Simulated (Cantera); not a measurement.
Gas-phase reforming

An isothermal, constant-pressure homogeneous reactor starts with CH4 : CO2 = 1 : 0.87 (molar parts), at 1500 K and 200000 Pa.

Cantera simulation using GRI-Mech 3.0 (53 species, 325 reactions); the numbers are that mechanism's predictions, not measurements.

| t (s) | x CH4 | x CO2 | x O | x H2O2 | x O2 |
|---|---|---|---|---|---|
| 8.00e-6 | 0.535 | 0.465 | <1e-12 | <1e-12 | <1e-12 |
| 3.53e-5 | 0.535 | 0.465 | <1e-12 | <1e-12 | <1e-12 |
| 0.000156 | 0.535 | 0.465 | <1e-12 | <1e-12 | <1e-12 |
| 0.000690 | 0.534 | 0.465 | <1e-12 | <1e-12 | <1e-12 |
| 0.00305 | 0.530 | 0.465 | <1e-12 | <1e-12 | <1e-12 |
| 0.0135 | 0.509 | 0.460 | <1e-12 | <1e-12 | <1e-12 |
| 0.0594 | 0.428 | 0.425 | <1e-12 | <1e-12 | <1e-12 |
| 0.263 | 0.256 | 0.298 | <1e-12 | <1e-12 | <1e-12 |
| 1.16 | 0.0890 | 0.104 | <1e-12 | <1e-12 | <1e-12 |
| 5.12 | 0.0779 | 0.0657 | <1e-12 | <1e-12 | <1e-12 |
| 22.6 | 0.0706 | 0.0327 | <1e-12 | <1e-12 | <1e-12 |
| 100 | 0.0514 | 0.0116 | <1e-12 | <1e-12 | <1e-12 |
x: mole fraction; the columns are a selection and need not sum to one.

Equilibrium at this temperature and pressure: CH4 0.0293, CO2 1.25e-5, O <1e-12, H2O2 <1e-12, O2 <1e-12 (gas phase only).
